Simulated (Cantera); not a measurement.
Feed: 1 mol CaCO3, 0.035 mol H2, equilibrated at 1375 K and 15.0 Pa.

Cantera equilibrium calculation (NASA polynomials, part measured and part estimated; ideal gas, pure solids and liquids). Candidate condensed phases: C, C6H6, C7H8, C8H18, Ca, CaCO3, CaO, Ca(OH)2, H2O; 115 gas species. Kinetics and transport are ignored.

Base state: CO2 0.933, CO 0.0332, H2O 0.0332, H2 0.000573 (mole fractions); condensed: CaO(s).

**Question.** What changes in the equilibrium state with this change: temperature from 1375 K to 2150 K?

**Answer.** 
| species | before | after |
|---|---|---|
| CO2 | 0.933 | 0.394 |
| CO | 0.0332 | 0.363 |
| O2 | 2.10e-6 | 0.141 |
| O | 7.53e-8 | 0.0599 |
| H | 6.70e-6 | 0.0155 |
| OH | 6.99e-6 | 0.0111 |
| H2O | 0.0332 | 0.0112 |
| Ca | <1e-9 | 0.00126 |
| CaO | <1e-9 | 9.61e-5 |
| CaOH | <1e-9 | 8.44e-5 |
| H2 | 0.000573 | 0.00201 |
| CaO(s), mol | 1.00 | 0.998 |
